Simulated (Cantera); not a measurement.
Charge: 1 mol SiH2Cl2, 1.4 mol N2, 0.42 mol H2, held at 2023.15 K and 75.0 Torr.

Cantera equilibrium calculation (NASA polynomials, part measured and part estimated; ideal gas, pure solids and liquids). Candidate condensed phases: NH4Cl, Si, Si3N4; 28 gas species. The tables' values for SiCl3, SiCl, SiN are old estimates; treat these amounts as uncertain. Gases not in the tables: Si2H6 and higher silanes. Kinetics and transport are ignored.

Base state: N2 0.366, H2 0.294, SiCl2 0.180, HCl 0.150, SiCl3 0.00334, H 0.00326, SiCl 0.00133, Cl 0.00124 (mole fractions); condensed: Si(l).

What changes in the equilibrium state with this change: pressure from 75.0 Torr to 10.0 Torr?


| species | before | after |
|---|---|---|
| N2 | 0.366 | 0.362 |
| H2 | 0.294 | 0.288 |
| SiCl2 | 0.180 | 0.179 |
| H | 0.00326 | 0.00884 |
| HCl | 0.150 | 0.149 |
| SiHCl3 | 5.50e-5 | 7.23e-6 |
| SiCl4 | 6.90e-5 | 9.14e-6 |
| Si | 0.000570 | 0.00427 |
| Si2 | 6.24e-6 | 4.68e-5 |
| SiCl3 | 0.00334 | 0.00121 |
| Si(l), mol | 0.292 | 0.271 |
The tables' values for SiCl, SiCl3, SiN are old estimates; treat these amounts as uncertain.

What changes in the equilibrium state with this change: pressure from 75.0 Torr to 1.95 Torr?


| species | before | after |
|---|---|---|
| N2 | 0.366 | 0.352 |
| H2 | 0.294 | 0.276 |
| SiCl2 | 0.180 | 0.172 |
| Si | 0.000570 | 0.0219 |
| H | 0.00326 | 0.0196 |
| HCl | 0.150 | 0.142 |
| SiHCl3 | 5.50e-5 | 1.29e-6 |
| SiCl4 | 6.90e-5 | 1.64e-6 |
| Si3 | 1.32e-6 | 5.09e-5 |
| Si(l), mol | 0.292 | 0.190 |
The tables' values for SiCl, SiCl3, SiN are old estimates; treat these amounts as uncertain.
